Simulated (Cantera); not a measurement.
Charge: 1 mol Nb₂O₅, 220 mol H₂, 0.67 mol H₂O, held at 1200 K and 12.0 Pa.

Cantera equilibrium calculation (NASA polynomials, part measured and part estimated; ideal gas, pure solids and liquids). Candidate condensed phases: H₂O, Nb, NbO, NbO₂, Nb₂O₅; 12 gas species. Condensed phases not in the tables: the oxides between NbO₂ and Nb₂O₅. Equilibrium is a limit: real reactors are often held back by kinetics, nucleation or transport.

Base state: H₂ 0.992, H₂O 0.00757, H 1.79e-5 (mole fractions); condensed: NbO₂(s).

Question: What changes in the equilibrium state with this change: Nb₂O₅ replaced by CuO?

Answer: 
| species | before | after |
|---|---|---|
| H₂ | 0.992 | 0.992 |
| H₂O | 0.00757 | 0.00757 |
| Cu | 0 | 0.000102 |
| H | 1.79e-5 | 1.79e-5 |
| NbO₂(s), mol | 2.00 | 0 |
| Cu(s), mol | 0 | 0.977 |
Further candidate phases: Cu, CuO, Cu(OH)₂, Cu₂O.

Question: What changes in the equilibrium state with this change: temperature from 1200 K to 1998 K?

Answer: 
```csv
species,before,after
H₂,0.992,0.849
H,1.79e-5,0.135
NbO₂,<1e-9,0.00796
NbO,<1e-9,0.000416
OH,1.09e-9,0.000115
"NbO₂(s), mol",2.00,0
```
